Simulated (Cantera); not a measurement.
A perfectly stirred reactor is fed with CH3OH : O2 : N2 = 1 : 0.882 : 4.15 (molar parts), equivalence ratio 1.7, at 101000 Pa; it is adiabatic with a 450 K inlet, and is followed from long to short residence time, starting on the burning branch (τ in s: 0.15, 0.056, 0.02, 0.0074, 0.0027, 0.00098, 0.00036, 0.00013, 4.7e-05).

Detailed kinetics in Cantera: GRI-Mech 3.0 (53 species, 325 reactions). GRI-Mech 3.0 was tuned for natural gas; its chemistry of methanol as a main component is partial and can be far from experiment.

What does this change do: N2 4.15 to 6.4 parts?


| quantity | before | after |
|---|---|---|
| blow-out, bracketed by the residence times tried | burning at 0.360 ms, out at 0.130 ms | burning at 2.70 ms, out at 0.980 ms |
| x(CH3OH) at τ = 0.150 s | 2.11e-6 | 7.62e-6 |
| x(O2) at τ = 0.150 s | 5.12e-5 | 0.000181 |
| x(OH) at τ = 0.150 s | 0.000254 | 3.64e-5 |
| x(CH2) at τ = 0.150 s | 4.94e-8 | 5.98e-8 |
| x(O) at τ = 0.150 s | 4.24e-6 | 7.28e-7 |
| x(CH3OH) at τ = 2.70 ms | 3.88e-5 | 0.000255 |
| x(O2) at τ = 2.70 ms | 0.000899 | 0.00492 |
| x(OH) at τ = 2.70 ms | 0.000760 | 8.03e-5 |
| x(CH2) at τ = 2.70 ms | 2.18e-6 | 1.20e-6 |
| x(O) at τ = 2.70 ms | 5.44e-5 | 2.36e-5 |
